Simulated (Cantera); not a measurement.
Input: 1 mol SiC, a varied amount of N2O, 9.8 mol N2, equilibrated at 1100 K and 1 atm.

Cantera equilibrium calculation (NASA polynomials, part measured and part estimated; ideal gas, pure solids and liquids). Candidate condensed phases: C, Si, SiC, SiO2, Si2N2O, Si3N4; 34 gas species. Mutual solubility and eutectic melting of coexisting phases are not modelled. Kinetics and transport are ignored.

**Question.** Which condensed phases are stable at each of these points (n(N2O) (mol)): 0.054, 0.11, 0.17, 0.22, 0.28, 0.34, 0.39, 0.45, 0.51, 0.57, 0.62?

**Answer.** 
| n(N2O) (mol) | condensed phases | Si condensed (%) |
|---|---|---|
| 0.054 | C(graphite) + Si2N2O(s) + Si3N4(s) | 100.0 |
| 0.11 | C(graphite) + Si2N2O(s) + Si3N4(s) | 100.0 |
| 0.17 | C(graphite) + Si2N2O(s) + Si3N4(s) | 100.0 |
| 0.22 | C(graphite) + Si2N2O(s) + Si3N4(s) | 100.0 |
| 0.28 | C(graphite) + Si2N2O(s) + Si3N4(s) | 100.0 |
| 0.34 | C(graphite) + Si2N2O(s) + Si3N4(s) | 100.0 |
| 0.39 | C(graphite) + Si2N2O(s) + Si3N4(s) | 100.0 |
| 0.45 | C(graphite) + Si2N2O(s) + Si3N4(s) | 100.0 |
| 0.51 | C(graphite) + Si2N2O(s) | 100.0 |
| 0.57 | C(graphite) + SiO2(β-quartz) + Si2N2O(s) | 100.0 |
| 0.62 | C(graphite) + SiO2(β-quartz) + Si2N2O(s) | 100.0 |

From 0.054 mol N2O to 0.45 mol N2O the condensed part is C(graphite) + Si2N2O(s) + Si3N4(s). At 0.51 mol N2O the condensed part is C(graphite) + Si2N2O(s). From 0.57 mol N2O to 0.62 mol N2O the condensed part is C(graphite) + SiO2(β-quartz) + Si2N2O(s).
